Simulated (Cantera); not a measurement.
A freely propagating, adiabatic, planar premixed flame of H₂ : O₂ : N₂ = 1 : 0.312 : 1.17 (molar parts), equivalence ratio 1.6, unburnt at 375 K and 7500 Torr; mixture-averaged transport, grid criteria slope 0.08 and curve 0.16, no radiation.

Computed with Cantera and the H2/O2 subset of GRI-Mech 3.0, which has no nitrogen chemistry. The hydrogen kinetics of GRI-Mech 3.0 are dated; newer H2 mechanisms differ, most at raised pressure. Burning velocities carry a grid error of a few per cent, more on coarse grids.

How do the results move with these cheaper or finer settings: unity-Lewis-number transport; multicomponent transport; multicomponent+Soret transport; grid criteria slope 0.5, curve 1; grid criteria slope 0.25, curve 0.5; grid criteria slope 0.03, curve 0.06?


| setting | laminar burning velocity | thermal thickness | peak x(OH) | peak x(O) | grid points |
|---|---|---|---|---|---|
| as above | 372 cm/s | 0.0206 mm | 0.00570 | 0.00208 | 111 |
| unity-Lewis-number transport | 245 cm/s | 0.0227 mm | 0.00561 | 0.00157 | 115 |
| multicomponent transport | 367 cm/s | 0.0206 mm | 0.00564 | 0.00203 | 111 |
| multicomponent+Soret transport | 347 cm/s | 0.0200 mm | 0.00582 | 0.00209 | 114 |
| grid criteria slope 0.5, curve 1 | 436 cm/s | 0.0282 mm | 0.00675 | 0.00213 | 32 |
| grid criteria slope 0.25, curve 0.5 | 379 cm/s | 0.0225 mm | 0.00601 | 0.00207 | 49 |
| grid criteria slope 0.03, curve 0.06 | 366 cm/s | 0.0201 mm | 0.00538 | 0.00202 | 252 |
Unity Lewis numbers drop preferential diffusion, which matters most where H2 and H carry the flame; Soret adds thermal diffusion.
